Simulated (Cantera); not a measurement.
Charge: 1 mol CH3F, 0.15 mol CH4, 18 mol H2, held at 10.0 mbar.

These are equilibrium values from Cantera (NASA tables, ideal gas, pure condensed phases), not measurements of a reactor. Candidate condensed phases: C, C6H6, C7H8, C8H18; 95 gas species. Equilibrium is a limit: real reactors are often held back by kinetics, nucleation or transport.

x: gas mole fraction; n: condensed amount in mol.

```csv
T (K),x H2,x H,x HF,x C2H2 (acetylene),x C2H,n C(graphite)
1650,0.950,0.000885,0.0492,4.33e-5,?,1.15
1700,0.949,0.00144,0.0492,6.97e-5,?,1.15
1750,0.948,0.00226,0.0492,0.000109,?,1.15
1800,0.947,0.00348,0.0492,0.000166,?,1.14
1850,0.945,0.00524,0.0491,0.000247,?,1.14
1900,0.943,0.00771,0.0491,0.000360,?,1.14
1950,0.939,0.0111,0.0490,0.000513,?,1.13
2000,0.935,0.0157,0.0489,0.000718,?,1.12
2050,0.928,0.0219,0.0487,0.000986,?,1.11
2100,0.920,0.0299,0.0485,0.00133,?,1.09
2150,0.910,0.0402,0.0483,0.00176,?,1.08
2200,0.896,0.0533,0.0479,0.00230,?,1.05
2250,0.880,0.0697,0.0475,0.00295,?,1.03
2300,0.859,0.0897,0.0470,0.00371,?,0.991
```

Some entries are withheld; supply them.


- 1650, x C2H: 1.76e-10
- 1700, x C2H: 5.89e-10
- 1750, x C2H: 1.83e-9
- 1800, x C2H: 5.35e-9
- 1850, x C2H: 1.47e-8
- 1900, x C2H: 3.85e-8
- 1950, x C2H: 9.55e-8
- 2000, x C2H: 2.26e-7
- 2050, x C2H: 5.13e-7
- 2100, x C2H: 1.12e-6
- 2150, x C2H: 2.34e-6
- 2200, x C2H: 4.73e-6
- 2250, x C2H: 9.25e-6
- 2300, x C2H: 1.75e-5
